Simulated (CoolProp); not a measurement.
Vapour-liquid equilibrium of R113 (1) + benzene (2) at 346.7 K; x and y are mole fractions of (1).

The numbers come from the multi-fluid Helmholtz-energy mixture model, Marx 1992 and Thol 2012; pair parameters Bell 2016 in CoolProp.

```json
[
 {"x": "0.05", "bubble pressure (kPa)": "[?]", "y at the bubble point": "0.188", "dew pressure at overall composition x (kPa)": "86.03", "liquid density (mol/L)": "10.32"},
 {"x": "0.125", "bubble pressure (kPa)": "115.5", "y at the bubble point": "0.360", "dew pressure at overall composition x (kPa)": "91.83", "liquid density (mol/L)": "10.06"},
 {"x": "0.2", "bubble pressure (kPa)": "130.3", "y at the bubble point": "0.469", "dew pressure at overall composition x (kPa)": "98.39", "liquid density (mol/L)": "9.808"},
 {"x": "0.275", "bubble pressure (kPa)": "142.8", "y at the bubble point": "0.549", "dew pressure at overall composition x (kPa)": "105.8", "liquid density (mol/L)": "9.566"},
 {"x": "0.35", "bubble pressure (kPa)": "153.6", "y at the bubble point": "0.611", "dew pressure at overall composition x (kPa)": "114.3", "liquid density (mol/L)": "9.334"},
 {"x": "0.425", "bubble pressure (kPa)": "163.3", "y at the bubble point": "0.664", "dew pressure at overall composition x (kPa)": "124.0", "liquid density (mol/L)": "9.112"},
 {"x": "0.5", "bubble pressure (kPa)": "172.1", "y at the bubble point": "0.711", "dew pressure at overall composition x (kPa)": "[?]", "liquid density (mol/L)": "8.900"},
 {"x": "0.575", "bubble pressure (kPa)": "180.4", "y at the bubble point": "0.755", "dew pressure at overall composition x (kPa)": "147.2", "liquid density (mol/L)": "8.697"},
 {"x": "0.65", "bubble pressure (kPa)": "188.3", "y at the bubble point": "0.798", "dew pressure at overall composition x (kPa)": "160.6", "liquid density (mol/L)": "8.502"},
 {"x": "0.725", "bubble pressure (kPa)": "196.0", "y at the bubble point": "0.840", "dew pressure at overall composition x (kPa)": "174.7", "liquid density (mol/L)": "8.315"},
 {"x": "0.8", "bubble pressure (kPa)": "203.4", "y at the bubble point": "[?]", "dew pressure at overall composition x (kPa)": "188.8", "liquid density (mol/L)": "8.136"},
 {"x": "0.875", "bubble pressure (kPa)": "210.7", "y at the bubble point": "0.925", "dew pressure at overall composition x (kPa)": "202.2", "liquid density (mol/L)": "[?]"},
 {"x": "0.95", "bubble pressure (kPa)": "217.8", "y at the bubble point": "0.969", "dew pressure at overall composition x (kPa)": "214.7", "liquid density (mol/L)": "7.800"}
]
```

Task: Complete the blanks.

Result: 
- 0.05, bubble pressure (kPa): 97.25
- 0.5, dew pressure at overall composition x (kPa): 135.0
- 0.8, y at the bubble point: 0.882
- 0.875, liquid density (mol/L): 7.965

No azeotrope shows between x = 0.05 and 0.95.

The pair parameters rest on a limited set of measurements; away from them the model extrapolates.
